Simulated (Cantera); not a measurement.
Cantera run, input and output.

```python
import numpy as np
import cantera as ct

gas = ct.Solution("h2o2.yaml")
gas.TPX = 1675, 100000, {'H2': 1, 'O2': 0.25, 'N2': 0.94, 'H2O': 0.17}
reactor = ct.IdealGasConstPressureReactor(gas, energy="on", clone=False)
net = ct.ReactorNet([reactor])
net.rtol, net.atol = 1e-08, 1e-16
show = ['H2', 'O2', 'H2O', 'O', 'HO2', 'H']
times = np.geomspace(1e-05, 0.1, 12)

steps = ct.SolutionArray(gas, extra=["t"])
rows = []
print(f"{'t/s':>10s}{'T/K':>9s}{'P/Pa':>11s}" + "".join(f"{s:>11s}" for s in show))
for t in times:
    while net.time < t:
        t_next = net.step()
        steps.append(gas.state, t=t_next)
    rows.append([np.interp(t, steps.t, y) for y in (steps.T, steps.P, *steps(*show).X.T)])
    print(f"{t:10.3e}{rows[-1][0]:9.1f}{rows[-1][1]:11.4g}" + "".join(f"{x:11.3e}" for x in rows[-1][2:]))
rate = np.gradient(steps.T, steps.t)
print("integrator steps:", len(steps.t))
if steps.T.max() > steps.T[0] + 200:
    print(f"time of steepest temperature rise: {steps.t[rate.argmax()]:.4e} s")
gas.TPX = 1675, 100000, {'H2': 1, 'O2': 0.25, 'N2': 0.94, 'H2O': 0.17}
gas.equilibrate("HP")
print(f"equilibrium (HP): T = {gas.T:.1f} K  " + "  ".join(f"{s} {gas[s].X[0]:.3e}" for s in show))
```

It prints:

```
       t/s      T/K       P/Pa         H2         O2        H2O          O        HO2          H
 1.000e-05   1835.2      1e+05  2.030e-01  1.932e-02  2.240e-01  9.357e-03  1.250e-05  1.299e-01
 2.310e-05   2162.5      1e+05  1.906e-01  4.503e-03  2.569e-01  7.843e-03  2.703e-06  1.095e-01
 5.337e-05   2440.6      1e+05  2.055e-01  2.606e-03  2.708e-01  4.755e-03  1.582e-06  7.607e-02
 1.233e-04   2660.5      1e+05  2.161e-01  1.318e-03  2.843e-01  2.453e-03  1.011e-06  5.059e-02
 2.848e-04   2769.0      1e+05  2.211e-01  7.952e-04  2.917e-01  1.496e-03  7.226e-07  3.818e-02
 6.579e-04   2783.0      1e+05  2.218e-01  7.345e-04  2.927e-01  1.385e-03  6.815e-07  3.658e-02
 1.520e-03   2783.1      1e+05  2.218e-01  7.341e-04  2.927e-01  1.384e-03  6.812e-07  3.657e-02
 3.511e-03   2783.1      1e+05  2.218e-01  7.341e-04  2.927e-01  1.384e-03  6.812e-07  3.657e-02
 8.111e-03   2783.1      1e+05  2.218e-01  7.341e-04  2.927e-01  1.384e-03  6.812e-07  3.657e-02
 1.874e-02   2783.1      1e+05  2.218e-01  7.341e-04  2.927e-01  1.384e-03  6.812e-07  3.657e-02
 4.329e-02   2783.1      1e+05  2.218e-01  7.341e-04  2.927e-01  1.384e-03  6.812e-07  3.657e-02
 1.000e-01   2783.1      1e+05  2.218e-01  7.341e-04  2.927e-01  1.384e-03  6.812e-07  3.657e-02
integrator steps: 1128
time of steepest temperature rise: 9.1617e-06 s
equilibrium (HP): T = 2783.1 K  H2 2.218e-01  O2 7.341e-04  H2O 2.927e-01  O 1.384e-03  HO2 6.812e-07  H 3.657e-02
```

Computed with Cantera and the H2/O2 subset of GRI-Mech 3.0, which has no nitrogen chemistry.
